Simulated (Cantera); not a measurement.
Input: 1 mol B, 0.16 mol O₂, 1.6 mol H₂, equilibrated at 0.970 bar.

Method: chemical equilibrium by Gibbs-energy minimisation in Cantera with the NASA 1993 tables (ideal gas, pure condensed phases). Candidate condensed phases: B, B₂O₃, B₃O₃H₃, H₂O; 23 gas species. Mutual solubility and eutectic melting of coexisting phases are not modelled. The tables' values for BH₂ are old estimates; treat these amounts as uncertain. Gases not in the tables: B₂H₆ and higher boranes. The numbers say what is thermodynamically allowed, not how fast it happens.

x: gas mole fraction; n: condensed amount in mol.

| T (K) | x H₂ | x HBO | x B₂O₂ | x BO | x H | n B(s) | n B₂O₃(l) | n B(l) |
|---|---|---|---|---|---|---|---|---|
| 800 | 0.996 | 1.62e-9 | <1e-12 | <1e-12 | 2.93e-12 | 0.780 | 0.100 | 0 |
| 1000 | 0.994 | 9.24e-7 | 5.05e-11 | <1e-12 | 2.30e-9 | 0.777 | 0.0972 | 0 |
| 1200 | 0.993 | 5.98e-5 | 7.47e-8 | 5.26e-10 | 2.00e-7 | 0.776 | 0.0960 | 0 |
| 1400 | 0.992 | [?] | [?] | [?] | [?] | 0.775 | 0.0952 | 0 |
| 1600 | 0.982 | 0.00991 | 0.000578 | 1.25e-5 | 5.47e-5 | 0.770 | 0.0898 | 0 |
| 1800 | 0.926 | [?] | [?] | [?] | [?] | 0.738 | [?] | 0 |
| 2000 | 0.861 | 0.0961 | 0.0292 | 0.00248 | 0.00153 | 0.695 | 0 | 0 |
| 2200 | 0.847 | 0.106 | 0.0278 | 0.00804 | 0.00526 | 0.685 | 0 | 0 |
| 2400 | 0.830 | 0.107 | 0.0231 | 0.0198 | 0.0147 | 0 | 0 | 0.678 |

### Question
Some entries are withheld; supply them.

### Answer

- 1400, x HBO: 0.00113
- 1400, x B₂O₂: 1.28e-5
- 1400, x BO: 1.70e-7
- 1400, x H: 4.92e-6
- 1800, x HBO: 0.0512
- 1800, x B₂O₂: 0.0108
- 1800, x BO: 0.000345
- 1800, x H: 0.000350
- 1800, n B₂O₃(l): 0.0484
